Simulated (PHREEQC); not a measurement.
Consider water at 72 °C and 10 atm with 0.11 mol HF and 0.17 mol KF per kg of water. Closed to the air; pH follows from the charge balance.

Computed with PHREEQC (ion-association model, phreeqc.dat).

Precipitation was switched off in this run.

Q: Estimate the pH.

A: pH 3.67.

Q: In which forms is F present?

A: F- 47 %, HF2- 28 %, HF 25 % of the F.

Constants without temperature data keep their 25 °C values here.
